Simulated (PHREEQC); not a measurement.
0.9 g of hydrous ferric oxide (600 m²/g; 0.2 weak and 0.005 strong sites per Fe, Dzombak-Morel constants, diffuse double layer) in 1 kg of water with 0.05 mol/kgw of an inert sodium salt and 0.00013 mol Ag2SO4 and 0.0011 mol NaF, at 25 °C; the pH is set by adding NaOH or the inert anion's acid. O2 is buffered at 0.21 atm. No CO2 enters from the air. Precipitation was switched off in this run.

Base run: PHREEQC, ion-association model, wateq4f.dat. Each further column changes one thing. The table gives Ag sorbed (%).

```tsv
pH	base	no electrostatic term (-no_edl)	background salt from 0.05 to 0.005 mol/kgw	oxide from 0.9 to 4.5 g/kgw	0.00037 mol/kgw CuSO4 added
4	0.0	0.0	0.1	0.6	0.0
4.5	0.3	0.0	0.6	3.3	0.0
5.5	6.0	0.4	7.1	31.3	0.2
6	12.7	3.2	13.4	53.4	0.9
7	22.6	20.0	23.0	84.3	10.5
7.5	31.5	29.8	32.7	92.5	22.9
8.5	71.7	69.8	73.7	99.0	64.5
9	88.0	81.7	89.2	99.7	83.2
10	98.5	88.2	98.7	100.0	97.5
10.5	99.4	88.6	99.6	100.0	99.0
11.5	99.9	85.9	99.9	100.0	99.7
12	99.8	75.6	99.9	100.0	99.7
```

 In at least one series the solution becomes supersaturated in solids that the run did not let form, among them Ag2O. The database's constant for dissolved Cu(OH)2 is higher than later reviews accept.
